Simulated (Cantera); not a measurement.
# Equilibrium for calcination and drying: Mg(OH)2 + H2

A closed system holds: 1 mol Mg(OH)2, 1 mol H2, held at 950 K and 400 Pa.

Equilibrium computed with Cantera from the NASA thermochemical tables; the gas is ideal and each condensed phase is pure. Candidate condensed phases: H2O, Mg, MgO, Mg(OH)2; 15 gas species. Rates play no part.

```
Item                                  Value
--------------------------------  ---------
x(H2)                                 0.500
x(H2O)                                0.500
n(MgO(s))                          1.00 mol
gas amount                        2.000 mol
log10 activity of Mg(l) (absent)     -16.69
```
